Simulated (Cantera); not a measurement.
A perfectly stirred reactor is fed with CH4 : H2O = 1 : 1.9 (molar parts), at 1.60 bar; it is held at 1373 K, and followed from long to short residence time.

Model: GRI-Mech 3.0 (53 species, 325 reactions), integrated in Cantera.

x: mole fraction; the columns are a selection and need not sum to one.

| τ (s) | x CH4 | x H2O | x CO | x C2H4 | x CH2CO | x C2H6 | x CH3 |
|---|---|---|---|---|---|---|---|
| 4.0 | 0.225 | 0.590 | 0.00390 | (withheld) | 1.52e-5 | 0.000193 | 2.00e-5 |
| 1.5 | 0.275 | 0.621 | 0.00134 | (withheld) | 1.18e-5 | 0.000304 | 2.49e-5 |
| 0.54 | 0.312 | 0.640 | 0.000348 | (withheld) | 6.33e-6 | 0.000470 | 3.02e-5 |
| 0.20 | 0.331 | 0.650 | 7.86e-5 | (withheld) | 2.05e-6 | 0.000583 | 3.32e-5 |
| 0.072 | 0.340 | 0.654 | 1.59e-5 | (withheld) | 2.80e-7 | 0.000556 | 3.29e-5 |
| 0.027 | 0.343 | 0.655 | 2.68e-6 | (withheld) | 1.73e-8 | 0.000391 | 2.91e-5 |
| 0.0098 | 0.344 | 0.655 | 2.58e-7 | (withheld) | 4.75e-10 | 0.000193 | 2.37e-5 |
| 0.0036 | 0.345 | 0.655 | 2.01e-8 | (withheld) | 1.01e-11 | 7.52e-5 | 1.94e-5 |

Question: Some entries are withheld; supply them.

Answer: 
- 4.0, x C2H4: 0.00906
- 1.5, x C2H4: 0.00463
- 0.54, x C2H4: 0.00276
- 0.20, x C2H4: 0.00193
- 0.072, x C2H4: 0.000969
- 0.027, x C2H4: 0.000300
- 0.0098, x C2H4: 5.67e-5
- 0.0036, x C2H4: 9.65e-6
